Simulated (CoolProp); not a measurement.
Vapour-liquid equilibrium of diethyl ether (1) + acetone (2) at 419.8 K; x and y are mole fractions of (1).

Values from CoolProp's multi-fluid Helmholtz-energy mixture model, Thol 2014 and Lemmon 2006; pair parameters Bell 2016.

```csv
x,"bubble pressure, mixture model (kPa)","bubble pressure, Raoult's law (kPa)","y, mixture model","y, Raoult's law"
0.05,?,1100,0.083,0.076
0.2,1273,1191,0.292,0.282
0.35,1408,1283,0.455,0.458
0.5,?,1374,0.587,0.611
0.65,?,1466,0.704,0.745
0.8,1662,1557,0.820,0.863
0.95,?,1649,0.950,0.968
```

### Question
Some entries are withheld; supply them.

### Answer

- 0.05, bubble pressure, mixture model (kPa): 1121
- 0.5, bubble pressure, mixture model (kPa): 1519
- 0.65, bubble pressure, mixture model (kPa): 1605
- 0.95, bubble pressure, mixture model (kPa): 1684

The largest gap from Raoult's law is +10.6 % in bubble pressure, at x = 0.5. y crosses x between x = 0.8 and 0.95: the model has an azeotrope there.

The pair parameters rest on a limited set of measurements; away from them the model extrapolates.
